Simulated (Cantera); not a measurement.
A perfectly stirred reactor is fed with 24.3 % H2, 13.5 % O2, 62.2 % N2, at 0.0267 bar; it is held at 1423 K, and followed from long to short residence time.

Detailed kinetics in Cantera: GRI-Mech 3.0 (53 species, 325 reactions). Radical loss at walls, strong at low pressure, is not modelled. The temperature is held fixed by assumption; the heat of reaction is taken as removed at once.

### Question
Predict: x(H2) at τ = 0.310 s; x(O2) at τ = 0.310 s; x(N2O) at τ = 0.310 s; x(H2O2) at τ = 0.310 s; x(H) at τ = 0.310 s; x(H2) at τ = 4.10 ms; x(O2) at τ = 4.10 ms; x(N2O) at τ = 4.10 ms; x(H2O2) at τ = 4.10 ms; x(H) at τ = 4.10 ms.

### Answer
```json
{
 "x(H2) at τ = 0.310 s": "0.0175",
 "x(O2) at τ = 0.310 s": "0.0246",
 "x(N2O) at τ = 0.310 s": "2.56e-9",
 "x(H2O2) at τ = 0.310 s": "1.34e-7",
 "x(H) at τ = 0.310 s": "0.0153",
 "x(H2) at τ = 4.10 ms": "0.0403",
 "x(O2) at τ = 4.10 ms": "0.0456",
 "x(N2O) at τ = 4.10 ms": "1.68e-9",
 "x(H2O2) at τ = 4.10 ms": "1.30e-7",
 "x(H) at τ = 4.10 ms": "0.0990"
}
```
